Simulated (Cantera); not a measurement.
An isothermal, constant-pressure homogeneous reactor starts with CH4 : CO2 = 1 : 0.89 (molar parts), at 1648 K and 7.90 bar.

Cantera simulation using GRI-Mech 3.0 (53 species, 325 reactions); the numbers are that mechanism's predictions, not measurements.

One state of this run: x CH4 = 0.0729; x CO2 = 0.0900; x O = 7.28e-12; x O2 = 4.49e-12; x H2O2 = 1.02e-12. x: mole fraction; the columns are a selection and need not sum to one.

Task: Which value of t (s) does it belong to?
A) 0.000400
B) 0.00283
C) 2.13e-5
D) 0.0532

Result: D, 0.0532
